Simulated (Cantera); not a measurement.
**Gas activation for diamond growth**

An isothermal, constant-pressure homogeneous reactor starts with CH4 : H2 : O2 = 0.0064 : 1 : 0.0082 (molar parts), equivalence ratio 63, at 2950 K and 0.133 bar.

Detailed kinetics in Cantera: GRI-Mech 3.0 (53 species, 325 reactions).

```json
[
 {"t (s)": "1.00e-5", "x CH4": "0.00527", "x H2": "0.975", "x O2": "0.00659", "x HO2": "2.04e-5", "x O": "1.44e-5"},
 {"t (s)": "3.39e-5", "x CH4": "0.00357", "x H2": "0.946", "x O2": "0.000795", "x HO2": "1.15e-6", "x O": "9.83e-6"},
 {"t (s)": "0.000115", "x CH4": "0.00144", "x H2": "0.922", "x O2": "7.04e-8", "x HO2": "2.18e-10", "x O": "1.14e-5"},
 {"t (s)": "0.000389", "x CH4": "0.000227", "x H2": "0.896", "x O2": "1.32e-7", "x HO2": "3.03e-10", "x O": "2.32e-5"},
 {"t (s)": "0.00132", "x CH4": "2.66e-5", "x H2": "0.853", "x O2": "1.88e-7", "x HO2": "2.96e-10", "x O": "4.35e-5"},
 {"t (s)": "0.00447", "x CH4": "1.76e-11", "x H2": "0.763", "x O2": "5.37e-7", "x HO2": "4.85e-10", "x O": "0.000131"},
 {"t (s)": "0.0152", "x CH4": "3.60e-12", "x H2": "0.686", "x O2": "1.09e-6", "x HO2": "6.82e-10", "x O": "0.000266"},
 {"t (s)": "0.0514", "x CH4": "3.18e-12", "x H2": "0.679", "x O2": "1.15e-6", "x HO2": "6.98e-10", "x O": "0.000281"},
 {"t (s)": "0.174", "x CH4": "3.18e-12", "x H2": "0.679", "x O2": "1.15e-6", "x HO2": "6.98e-10", "x O": "0.000281"},
 {"t (s)": "0.590", "x CH4": "3.18e-12", "x H2": "0.679", "x O2": "1.15e-6", "x HO2": "6.98e-10", "x O": "0.000281"},
 {"t (s)": "2.00", "x CH4": "3.18e-12", "x H2": "0.679", "x O2": "1.15e-6", "x HO2": "6.98e-10", "x O": "0.000281"}
]
```
x: mole fraction; the columns are a selection and need not sum to one.

Equilibrium at this temperature and pressure: CH4 3.27e-12, H2 0.679, O2 1.15e-6, HO2 6.98e-10, O 0.000281 (gas phase only).
